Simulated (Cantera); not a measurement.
Tantalum, niobium, vanadium and zirconium in process gases: Ta(OEt)5 + CO2

A closed system holds: 1 mol Ta(OEt)5, 9.9 mol CO2, at 13.3 mbar.

Cantera equilibrium calculation (NASA polynomials, part measured and part estimated; ideal gas, pure solids and liquids). Candidate condensed phases: C, C6H6, C7H8, C8H18, H2O, Ta, TaC, Ta2O5; 113 gas species. The feed counts by its element totals alone. Equilibrium is a limit: real reactors are often held back by kinetics, nucleation or transport.

From 1550 K to 2000 K the condensed part is Ta2O5(s). From 2075 K to 2375 K the condensed part is Ta2O5(l).

```
T (K)   x CO   x H2       x H   x H2O   x CO2  n Ta2O5(s)  n Ta2O5(l)
-----  -----  -----  --------  ------  ------  ----------  ----------
1550   0.586  0.340  0.000159  0.0458  0.0282       0.500           0
1625   0.588  0.338  0.000355  0.0475  0.0266       0.500           0
1700   0.589  0.336  0.000740  0.0490  0.0251       0.500           0
1775   0.590  0.335   0.00145  0.0502  0.0238       0.500           0
1850   0.591  0.333   0.00269  0.0513  0.0227       0.500           0
1925   0.591  0.330   0.00476  0.0522  0.0217       0.500           0
2000   0.591  0.327   0.00806  0.0528  0.0208       0.500           0
2075   0.590  0.323    0.0131  0.0533  0.0200           0       0.499
2150   0.588  0.318    0.0206  0.0535  0.0194           0       0.498
2225   0.585  0.310    0.0312  0.0534  0.0188           0       0.495
2300   0.581  0.300    0.0459  0.0529  0.0183           0       0.485
2375   0.574  0.286    0.0653  0.0521  0.0179           0       0.463
```
x: gas mole fraction; n: condensed amount in mol.
